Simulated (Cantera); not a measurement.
Charge: 1 mol CHF₃, 0.021 mol HCl, 0.28 mol H₂, equilibrated at 15.0 Pa.

Equilibrium computed with Cantera from the NASA thermochemical tables; the gas is ideal and each condensed phase is pure. Candidate condensed phases: C, C₆H₆, C₇H₈, C₈H₁₈; 118 gas species. Gases not in the tables: C₂F₆ and larger saturated fluorocarbons. Kinetics and transport are ignored.

Problem. What share of the C ends up in condensed phases as a function of T (K), at 2098, 2148, 2198, 2248, 2298, 2348, 2398, 2448, 2498, 2548?

Solution. 
| T (K) | C condensed (%) | as |
|---|---|---|
| 2098 | 80.8 | C(graphite) |
| 2148 | 85.5 | C(graphite) |
| 2198 | 89.1 | C(graphite) |
| 2248 | 91.6 | C(graphite) |
| 2298 | 93.2 | C(graphite) |
| 2348 | 93.9 | C(graphite) |
| 2398 | 94.0 | C(graphite) |
| 2448 | 93.1 | C(graphite) |
| 2498 | 91.0 | C(graphite) |
| 2548 | 86.4 | C(graphite) |
